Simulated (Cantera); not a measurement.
An adiabatic, constant-volume homogeneous reactor starts with CH₄ : O₂ : N₂ : CO₂ = 1 : 0.952 : 3.58 : 1.3 (molar parts), equivalence ratio 2.1, at 1448 K and 2.57 atm.

Model: GRI-Mech 3.0 (53 species, 325 reactions), integrated in Cantera.

### Question
Predict: time of steepest temperature rise; temperature at 0.300 s; equilibrium temperature; x(O₂) at 0.300 s; x(CO₂) at 0.300 s; x(CH₂O) at 0.300 s; x(OH) at 0.300 s.

### Answer
| Quantity | Value |
|---|---|
| time of steepest temperature rise | 1.90 ms |
| temperature at 0.300 s | 2388 K |
| equilibrium temperature | 2388 K |
| x(O₂) at 0.300 s | 1.76e-5 (gas-phase equilibrium 1.76e-5) |
| x(CO₂) at 0.300 s | 0.0932 (gas-phase equilibrium 0.0932) |
| x(CH₂O) at 0.300 s | 2.64e-8 (gas-phase equilibrium 2.64e-8) |
| x(OH) at 0.300 s | 0.000876 (gas-phase equilibrium 0.000876) |
